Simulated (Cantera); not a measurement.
Charge: 1 mol Si, 4.4 mol HF, 0.13 mol N2, 7.4 mol NF3, held at 1150 K and 13300 Pa.

These are equilibrium values from Cantera (NASA tables, ideal gas, pure condensed phases), not measurements of a reactor. Candidate condensed phases: Si, Si3N4; 37 gas species. Equilibrium is a limit: real reactors are often held back by kinetics, nucleation or transport.

Base state: F 0.419, HF 0.190, F2 0.182, N2 0.165, SiF4 0.0431, NF3 0.000229 (mole fractions); condensed: gas only.

Q: What changes in the equilibrium state with this change: pressure from 13300 Pa to 35.0 Pa?

A: 
```json
[
 {"species": "F", "before": "0.419", "after": "0.662"},
 {"species": "HF", "before": "0.190", "after": "0.161"},
 {"species": "N2", "before": "0.165", "after": "0.140"},
 {"species": "F2", "before": "0.182", "after": "0.00119"},
 {"species": "SiF4", "before": "0.0431", "after": "0.0365"},
 {"species": "NF3", "before": "0.000229", "after": "<1e-9"}
]
```
